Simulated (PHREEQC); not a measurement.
Consider water at 25 °C with 0.11 mol CdSO4, 1.2 mol NaCl and 0.17 mol HCl per kg of water. Closed to the air; pH follows from the charge balance.

The numbers come from PHREEQC with the ion-association model, phreeqc.dat.

| quantity | before | after |
|---|---|---|
| pH | 1.04 | 0.90 |
| ionic strength (mol/kgw) | 1.35 | 1.37 |
| Cl- (mol/kgw) | 1.15 | 1.37 |

### Question
Name the change that produced these shifts.
A) CdSO4 left out
B) CdSO4 replaced by NaHSO4 at the same molality
C) 0.34 mol/kgw HBr added
D) temperature from 25 to 15 °C
E) NaCl from 1.2 to 0.6 mol/kgw

### Answer
A, CdSO4 left out

This is a speciation only: nothing precipitates in the calculation. The ionic strength passes 0.7 mol/kgw, the rough limit of the ion-association models, in every such run.
